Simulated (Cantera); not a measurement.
Input: 1 mol Si, 3.5 mol Cl2, 53 mol N2, equilibrated at 825 °C and 1.33 mbar.

Equilibrium computed with Cantera from the NASA thermochemical tables; the gas is ideal and each condensed phase is pure. Candidate condensed phases: Si, Si3N4; 13 gas species. The numbers say what is thermodynamically allowed, not how fast it happens.

Base state: N2 0.952, Cl2 0.0238, SiCl4 0.0180, Cl 0.00626 (mole fractions); condensed: gas only.

What changes in the equilibrium state with this change: temperature from 825 °C to 227 °C?


```tsv
species	before	after
N2	0.952	0.955
Cl2	0.0238	0.0270
SiCl4	0.0180	0.0180
Cl	0.00626	<1e-9
```
